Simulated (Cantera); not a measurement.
Input: 1 mol TEOS, 2.1 mol NO, 40 mol N₂O, held at 3300 Pa.

These are equilibrium values from Cantera (NASA tables, ideal gas, pure condensed phases), not measurements of a reactor. Candidate condensed phases: C, C₆H₆, C₇H₈, C₈H₁₈, H₂O, Si, SiC, SiO₂, Si₂N₂O, Si₃N₄; 151 gas species. The feed counts by its element totals alone. The tables hold silica as quartz up to 1696 K and as liquid above; real silica turns to tridymite and cristobalite and melts near 1996 K. Kinetics and transport are ignored.

Task: Which condensed phases are stable at each of these points (T (°C)): 925, 1025, 1125, 1225, 1325, 1425, 1525?

Result: 
```json
[
 {"T (°C)": "925", "condensed phases": "SiO₂(β-quartz)", "Si condensed (%)": "100.0"},
 {"T (°C)": "1025", "condensed phases": "SiO₂(β-quartz)", "Si condensed (%)": "100.0"},
 {"T (°C)": "1125", "condensed phases": "SiO₂(β-quartz)", "Si condensed (%)": "100.0"},
 {"T (°C)": "1225", "condensed phases": "SiO₂(β-quartz)", "Si condensed (%)": "100.0"},
 {"T (°C)": "1325", "condensed phases": "SiO₂(β-quartz)", "Si condensed (%)": "100.0"},
 {"T (°C)": "1425", "condensed phases": "SiO₂(condensed)", "Si condensed (%)": "100.0"},
 {"T (°C)": "1525", "condensed phases": "SiO₂(condensed)", "Si condensed (%)": "100.0"}
]
```

From 925 °C to 1325 °C the condensed part is SiO₂(β-quartz). From 1425 °C to 1525 °C the condensed part is SiO₂(condensed).
